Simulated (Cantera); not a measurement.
# Adiabatic ignition

An adiabatic, constant-volume homogeneous reactor starts with CH4 : O2 : N2 = 1 : 1.67 : 6.27 (molar parts), at 1573 K and 97000 Pa.

Model: GRI-Mech 3.0 (53 species, 325 reactions), integrated in Cantera.

```tsv
t (s)	T (K)	P (bar)	x CH4	x O2	x O	x NO	x H	x CO2	x N2O
6.00e-6	1573	0.970	0.112	0.187	1.60e-8	<1e-12	4.00e-8	1.12e-11	3.33e-12
2.46e-5	1573	0.970	0.112	0.187	3.15e-8	<1e-12	5.34e-8	5.81e-10	4.19e-11
0.000101	1573	0.970	0.112	0.187	1.47e-7	<1e-12	1.74e-7	7.11e-8	4.58e-10
0.000416	1591	0.982	0.107	0.184	1.85e-6	1.31e-11	4.33e-6	2.09e-5	5.93e-9
0.00171	2950	1.97	<1e-12	0.0104	0.00695	0.00897	0.0191	0.0352	6.46e-7
0.00702	2950	1.97	<1e-12	0.0104	0.00694	0.00905	0.0191	0.0352	6.48e-7
0.0288	2950	1.97	<1e-12	0.0104	0.00694	0.00905	0.0191	0.0352	6.48e-7
0.119	2950	1.97	<1e-12	0.0104	0.00694	0.00905	0.0191	0.0352	6.48e-7
0.487	2950	1.97	<1e-12	0.0104	0.00694	0.00905	0.0191	0.0352	6.48e-7
2.00	2950	1.97	<1e-12	0.0104	0.00694	0.00905	0.0191	0.0352	6.48e-7
```
x: mole fraction; the columns are a selection and need not sum to one.

| Property | Value |
|---|---|
| time of steepest temperature rise | 0.608 ms |
| temperature at 2.00 s | 2950 K |
| equilibrium temperature | 2950 K |
| x(CH4) at 2.00 s | <1e-12 (gas-phase equilibrium <1e-12) |
| x(O2) at 2.00 s | 0.0104 (gas-phase equilibrium 0.0104) |
| x(O) at 2.00 s | 0.00694 (gas-phase equilibrium 0.00694) |
